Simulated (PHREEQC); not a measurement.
Solution (25 °C): 2.1 mmol/kgw PbCl2, 2.2 mmol/kgw KNO3 and 0.41 mmol/kgw Pb(NO3)2. Closed to the air; pH follows from the charge balance.

Equilibrium calculation in PHREEQC: ion-association model, wateq4f.dat.

**Question.** The ionic strength comes out as 0.00912 mol/kgw. What activity coefficients do PbOH+, Pb+2, K+, H+, PbNO3+ get?

**Answer.** PbOH+ 0.91, Pb+2 0.67, K+ 0.90, H+ 0.92, PbNO3+ 0.91.

This is a speciation only: nothing precipitates in the calculation.
